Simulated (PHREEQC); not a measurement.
Solution (85 °C and 100 atm): 120 mmol/kgw Na2CO3, 0.077 mmol/kgw K2SO4 and 0.15 mmol/kgw H4SiO4. Closed to the air; pH follows from the charge balance.

Model: Pitzer model, pitzer.dat, run in PHREEQC.

No solid was allowed to form.

Problem. Order these Si species by the share of Si that they hold, largest first: H3SiO4-, H4SiO4, H2SiO4-2.

Solution. H3SiO4- (85 %), H2SiO4-2 (13 %), H4SiO4 (2.6 %)

The pH is 10.44 and the ionic strength 0.346 mol/kgw. Under pressure, the constants of complexes without a molar volume in the database are unreliable. Constants without temperature data keep their 25 °C values here.
